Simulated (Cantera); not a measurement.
An isothermal, constant-pressure homogeneous reactor starts with N₂O : H₂ : N₂ = 1 : 0.002 : 2.4 (molar parts), at 1250 K and 16.5 Torr.

Model: GRI-Mech 3.0 (53 species, 325 reactions), integrated in Cantera. GRI-Mech 3.0 was tuned for natural gas; its chemistry of N2O as a main component is partial and can be far from experiment. Radical loss at walls, strong at low pressure, is not modelled. The mechanism lacks the step 2 NO + O2 → 2 NO2, which can matter for NO2 below about 1400 K. The temperature is held fixed by assumption; the heat of reaction is taken as removed at once.

x: mole fraction; the columns are a selection and need not sum to one.

```json
[
 {"t (s)": "2.00e-5", "x N₂O": "0.294", "x H₂": "0.000588", "x HO₂": "<1e-12", "x H": "8.11e-11", "x H₂O₂": "<1e-12", "x O": "9.77e-8"},
 {"t (s)": "5.49e-5", "x N₂O": "0.294", "x H₂": "0.000588", "x HO₂": "<1e-12", "x H": "5.27e-10", "x H₂O₂": "<1e-12", "x O": "2.62e-7"},
 {"t (s)": "0.000151", "x N₂O": "0.294", "x H₂": "0.000588", "x HO₂": "8.14e-12", "x H": "2.79e-9", "x H₂O₂": "<1e-12", "x O": "6.74e-7"},
 {"t (s)": "0.000413", "x N₂O": "0.294", "x H₂": "0.000588", "x HO₂": "1.83e-10", "x H": "(withheld)", "x H₂O₂": "<1e-12", "x O": "(withheld)"},
 {"t (s)": "0.00113", "x N₂O": "0.294", "x H₂": "0.000588", "x HO₂": "3.42e-9", "x H": "2.74e-8", "x H₂O₂": "<1e-12", "x O": "2.85e-6"},
 {"t (s)": "0.00311", "x N₂O": "0.294", "x H₂": "0.000587", "x HO₂": "4.57e-8", "x H": "6.14e-8", "x H₂O₂": "5.30e-12", "x O": "3.55e-6"},
 {"t (s)": "0.00854", "x N₂O": "0.294", "x H₂": "0.000580", "x HO₂": "3.99e-7", "x H": "1.35e-7", "x H₂O₂": "2.43e-10", "x O": "3.59e-6"},
 {"t (s)": "0.0234", "x N₂O": "0.294", "x H₂": "0.000544", "x HO₂": "(withheld)", "x H": "2.55e-7", "x H₂O₂": "(withheld)", "x O": "3.57e-6"},
 {"t (s)": "0.0643", "x N₂O": "0.293", "x H₂": "0.000413", "x HO₂": "2.60e-6", "x H": "2.52e-7", "x H₂O₂": "1.94e-8", "x O": "3.62e-6"},
 {"t (s)": "0.176", "x N₂O": "0.292", "x H₂": "0.000195", "x HO₂": "1.60e-6", "x H": "1.04e-7", "x H₂O₂": "7.57e-9", "x O": "3.69e-6"},
 {"t (s)": "0.484", "x N₂O": "0.288", "x H₂": "4.25e-5", "x HO₂": "5.66e-7", "x H": "1.86e-8", "x H₂O₂": "1.01e-9", "x O": "3.73e-6"},
 {"t (s)": "1.33", "x N₂O": "0.279", "x H₂": "2.55e-6", "x HO₂": "1.50e-7", "x H": "3.81e-9", "x H₂O₂": "9.17e-11", "x O": "3.75e-6"},
 {"t (s)": "3.64", "x N₂O": "0.255", "x H₂": "7.65e-9", "x HO₂": "5.42e-8", "x H": "3.35e-9", "x H₂O₂": "3.12e-11", "x O": "3.74e-6"},
 {"t (s)": "10.0", "x N₂O": "0.201", "x H₂": "5.02e-9", "x HO₂": "1.86e-8", "x H": "3.82e-9", "x H₂O₂": "2.35e-11", "x O": "3.72e-6"}
]
```

### Question
Fill in the missing entries.

### Answer

- 0.000413, x H: 1.04e-8
- 0.000413, x O: 1.56e-6
- 0.0234, x HO₂: 1.86e-6
- 0.0234, x H₂O₂: 7.52e-9
